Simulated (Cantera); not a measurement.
An isothermal, constant-pressure homogeneous reactor starts with CH4 : N2 = 1 : 4.1 (molar parts), at 1350 K and 100.0 Torr. Integrator tolerance rtol = 1e-08.

Model: GRI-Mech 3.0 (53 species, 325 reactions), integrated in Cantera. GRI-Mech 3.0 stops at C3 and has no aromatics, soot or wall deposition, so with more carbon than oxygen in the feed, carbon stays in small species such as C2H2 where larger ones or solid carbon would form.

Question: What does this change do: N2 4.1 to 1.4 parts?

Answer: 
```tsv
quantity	before	after
x(CH4) at 200 s	0.0641 (gas-phase equilibrium 0.0147)	0.109 (gas-phase equilibrium 0.0479)
x(C2H) at 200 s	3.29e-10 (gas-phase equilibrium 3.68e-10)	5.17e-10 (gas-phase equilibrium 6.03e-10)
x(H2) at 200 s	0.164 (gas-phase equilibrium 0.226)	0.322 (gas-phase equilibrium 0.387)
x(HCN) at 200 s	4.07e-10 (gas-phase equilibrium 0.0687)	2.15e-10 (gas-phase equilibrium 0.0784)
x(CH2) at 200 s	7.13e-11 (gas-phase equilibrium 3.70e-11)	8.09e-11 (gas-phase equilibrium 7.08e-11)
x(H) at 200 s	1.51e-6 (gas-phase equilibrium 3.12e-6)	2.42e-6 (gas-phase equilibrium 4.09e-6)
```

Question: What does this change do: temperature 1350 to 1925 K?

Answer: 
```tsv
quantity	before	after
x(CH4) at 200 s	0.0641 (gas-phase equilibrium 0.0147)	0.000108 (gas-phase equilibrium 7.22e-5)
x(C2H) at 200 s	3.29e-10 (gas-phase equilibrium 3.68e-10)	6.12e-6 (gas-phase equilibrium 2.58e-6)
x(H2) at 200 s	0.164 (gas-phase equilibrium 0.226)	0.245 (gas-phase equilibrium 0.245)
x(HCN) at 200 s	4.07e-10 (gas-phase equilibrium 0.0687)	0.00328 (gas-phase equilibrium 0.0960)
x(CH2) at 200 s	7.13e-11 (gas-phase equilibrium 3.70e-11)	7.50e-8 (gas-phase equilibrium 5.03e-8)
x(H) at 200 s	1.51e-6 (gas-phase equilibrium 3.12e-6)	0.00131 (gas-phase equilibrium 0.00131)
```
